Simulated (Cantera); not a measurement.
Feed: 1 mol SiHCl₃, 3.2 mol N₂, 0.36 mol H₂, equilibrated at 700 °C and 20.0 Pa.

Method: chemical equilibrium by Gibbs-energy minimisation in Cantera with the NASA 1993 tables (ideal gas, pure condensed phases). Candidate condensed phases: NH₄Cl, Si, Si₃N₄; 28 gas species. N₂ is the only nitrogen source here; it is nearly inert below about 1500 K, so the nitride shown seldom forms there in practice. The tables' values for SiCl₃ are old estimates; treat these amounts as uncertain. Equilibrium is a limit: real reactors are often held back by kinetics, nucleation or transport.

Base state: N₂ 0.592, HCl 0.276, SiCl₄ 0.0884, H₂ 0.0428, SiCl₃ 0.000321, SiHCl₃ 7.70e-5, SiCl₂ 3.33e-5 (mole fractions); condensed: Si₃N₄(s).

**Question.** What changes in the equilibrium state with this change: temperature from 700 °C to 1450 °C?

**Answer.** 
| species | before | after |
|---|---|---|
| N₂ | 0.592 | 0.572 |
| SiCl₂ | 3.33e-5 | 0.176 |
| HCl | 0.276 | 0.173 |
| SiCl₄ | 0.0884 | 1.55e-5 |
| H₂ | 0.0428 | 0.0658 |
| SiCl | <1e-9 | 0.000734 |
| Si | <1e-9 | 0.000553 |
| H | 1.58e-8 | 0.00331 |
| Si₃N₄(s), mol | 0.193 | 0 |
The tables' values for SiCl₃, SiCl are old estimates; treat these amounts as uncertain.
